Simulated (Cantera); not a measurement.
Standard-state values (1 bar) from the NASA 1993 polynomials, evaluated with Cantera. Values are per mole of reaction as written; species without (g) are pure solids or liquids, kept so even where they would boil at 1 bar.

a) V + O₂(g) → VO₂(g)
b) 0.8 V + O₂(g) → 0.4 V₂O₅
c) 2 B + O₂(g) → B₂O₂(g)
d) 2 H₂(g) + O₂(g) → 2 H₂O(g)

Problem. Order these by ΔG° at 2223 K, most negative first.

Solution. c (-505 kJ), b (-293 kJ), a (-278 kJ), d (-245 kJ)
